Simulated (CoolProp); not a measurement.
n-hexane along the isotherm 298.15 °C: fugacity coefficient from the reference equation and from simpler models built on Tc = 234.7 °C, pc = 3.044 MPa, ω = 0.300; each cubic takes its own stable root.

The numbers come from the reference Helmholtz-energy equation of state, Thol 2019 in CoolProp.

```tsv
p (MPa)	phase	reference
0.761	gas	0.9430
1.52	gas	0.8878
2.28	gas	0.8342
3.04	gas	0.7821
3.81	supercritical	0.7309
4.57	supercritical	0.6821
5.33	supercritical	0.6359
6.09	supercritical	0.5937
6.85	supercritical	0.5570
7.61	supercritical	0.5258
```

How far does each simpler model (van der Waals, Peng-Robinson) lie from the reference over these 10 states: mean and median of the absolute difference, and the worst?


- van der Waals: mean 1.4 %, median 1.3 %, worst -3.1 % at 298.15 °C and 6.09 MPa
- Peng-Robinson: mean 1.7 %, median 1.7 %, worst -2.3 % at 298.15 °C and 4.57 MPa
